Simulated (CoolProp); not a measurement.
A Linde-Hampson liquefier for ethylene: isothermal reversible compression at 320 K from 1 atm to 20 MPa, throttling to 1 atm, return gas leaving the recuperator 10 K below the feed. Each further row changes one setting.

Model: reference Helmholtz-energy equation of state, Smukala 2000, in CoolProp.

| case | liquid yield per pass | compression work (kJ/kg of gas) |
|---|---|---|
| as stated | 0.403 | 418 |
| high pressure 40 MPa | 0.414 | 468 |
| warm-end temperature 350 K | 0.315 | 483 |
| warm-end gap 15 K | 0.396 | 418 |
